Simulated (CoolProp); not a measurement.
Nitrogen along the isobar 4.95 MPa: density (kg/m³) from the reference equation and from simpler models built on Tc = -147.0 °C, pc = 3.396 MPa, ω = 0.037; each cubic takes its own stable root.

Computed with CoolProp (reference Helmholtz-energy equation of state, Span 2000).

```csv
T (°C),phase,reference,van der Waals,Redlich-Kwong,Soave-Redlich-Kwong
-189.95,liquid,792.7,556.0,799.8,795.6
-167.05,liquid,678.5,483.7,661.1,661.5
-144.15,supercritical,475.3,366.3,424.2,423.0
-121.35,supercritical,160.0,169.0,160.7,158.3
-98.45,supercritical,115.2,120.1,116.1,114.3
-75.55,supercritical,94.01,97.51,94.78,93.26
-52.65,supercritical,80.63,83.31,81.31,79.98
-29.85,supercritical,71.15,73.27,71.75,70.58
-6.95,supercritical,63.90,65.62,64.44,63.41
15.95,supercritical,58.14,59.57,58.63,57.72
38.85,supercritical,53.42,54.62,53.88,53.07
61.65,supercritical,49.49,50.51,49.91,49.19
84.55,supercritical,46.12,46.99,46.51,45.86
```
